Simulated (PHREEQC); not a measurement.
Synthetic water in mmol/kgw, 20 °C, pH 3.92, pe 9:

```json
[
 {"constituent": "Na", "mmol/kgw": "71.2"},
 {"constituent": "K", "mmol/kgw": "10.9"},
 {"constituent": "Ca", "mmol/kgw": "16.1"},
 {"constituent": "Mg", "mmol/kgw": "3.12"},
 {"constituent": "Cl", "mmol/kgw": "36.1"},
 {"constituent": "S(6)", "mmol/kgw": "41.2"},
 {"constituent": "Br", "mmol/kgw": "0.512"},
 {"constituent": "Li", "mmol/kgw": "0.0143"},
 {"constituent": "Pb", "mmol/kgw": "0.0368"}
]
```

Valence states are taken as typed.

Model: ion-association model, wateq4f.dat, run in PHREEQC.

Precipitation was switched off in this run.

Q: Order these S species by the share of S that they hold, largest first: NaSO4-, KSO4-, SO4-2, CaSO4, MgSO4.

A: SO4-2 (72 %), CaSO4 (15 %), NaSO4- (7.8 %), MgSO4 (3.2 %), KSO4- (1.5 %)

The pH is 3.92 and the ionic strength 0.142 mol/kgw. Examples of supersaturated solids here: Anglesite, Gypsum. Others may be too.
